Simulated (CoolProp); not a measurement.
A single-stage vapour-compression cycle with the fluid: evaporating at 240.15 K (dew point), condensing at 282.15 K (bubble point), superheat 0 K, subcooling 0 K, compressor efficiency 0.6, no pressure losses. The same conditions are run with several fluids, on thermodynamics alone (safety and materials aside).

Values from CoolProp's reference Helmholtz-energy equation of state of each fluid (R22: Kamei 1995; R227EA: Lemmon 2016; n-perfluorobutane: Gao 2022; fluoroethane (R161): Wu 2012; trans-2-butene: Lemmon 2005; ammonia: Gao 2020).

```
fluid                cooling COP  pressure ratio  discharge temperature (K)  refrigerating effect (kJ/kg)  volumetric capacity (kJ/m³)
-------------------  -----------  --------------  -------------------------  ----------------------------  ---------------------------
R22                         2.90            4.58                      342.5                           181                         1180
R227EA                      2.70            5.82                      290.8                          92.9                          378
n-perfluorobutane           2.44            6.48                      282.2                             ?                          178
fluoroethane (R161)         2.91            4.68                      339.6                             ?                         1040
trans-2-butene              2.99               ?                      319.3                             ?                          220
ammonia                     2.86            5.77                      429.4                          1180                            ?
```

**Question.** Complete the blanks.

**Answer.** 
- n-perfluorobutane, refrigerating effect (kJ/kg): 61.5
- fluoroethane (R161), refrigerating effect (kJ/kg): 333
- trans-2-butene, pressure ratio: 6.08
- trans-2-butene, refrigerating effect (kJ/kg): 343
- ammonia, volumetric capacity (kJ/m³): 1060

The compression ends wet for: n-perfluorobutane.
